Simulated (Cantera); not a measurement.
## Ignition delay

Mixture: CH4 : O2 : N2 : H2O = 1 : 1.18 : 4.42 : 0.33 (molar parts), at 375 Torr, adiabatic and at constant volume. Ignition delay is the time to a rise of 400 K.

Detailed kinetics in Cantera: GRI-Mech 3.0 (53 species, 325 reactions).

```csv
T0 (K),delay (ms)
1275,40.5
1350,15.0
1425,5.96
1500,2.57
1575,1.21
1650,0.627
1725,0.351
```

| Item | Value |
|---|---|
| apparent activation energy between 1575 and 1725 K | 190 kJ/mol |
